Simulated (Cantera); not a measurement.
A closed system holds: 1 mol SiC, 0.0075 mol Si, 0.15 mol H₂, at 2402 °C and 1.00 bar.

Equilibrium computed with Cantera from the NASA thermochemical tables; the gas is ideal and each condensed phase is pure. Candidate condensed phases: C, C₆H₆, C₇H₈, C₈H₁₈, Si, SiC; 87 gas species. Mutual solubility and eutectic melting of coexisting phases are not modelled. Gases not in the tables: Si₂H₆ and higher silanes. The numbers say what is thermodynamically allowed, not how fast it happens.

Base state: H₂ 0.922, H 0.0496, Si 0.0161, Si₂C 0.00350, SiH 0.00319, C₂H₂ (acetylene) 0.00246, SiH₂ 0.00170, SiC₂ 0.000826 (mole fractions); condensed: Si(l) + SiC(s).

Question: What changes in the equilibrium state with this change: temperature from 2402 °C to 2602 °C?

Answer: 
| species | before | after |
|---|---|---|
| H₂ | 0.922 | 0.807 |
| H | 0.0496 | 0.0950 |
| Si | 0.0161 | 0.0483 |
| SiC₂ | 0.000826 | 0.0105 |
| C₂H₂ (acetylene) | 0.00246 | 0.0114 |
| Si₂C | 0.00350 | 0.0158 |
| C₃ | 2.74e-7 | 1.49e-5 |
| C₄H₂ | 2.72e-6 | 6.74e-5 |
| C₂H | 1.34e-5 | 0.000192 |
| Si(l), mol | 0.00435 | 0 |
| SiC(s), mol | 0.998 | 0.990 |
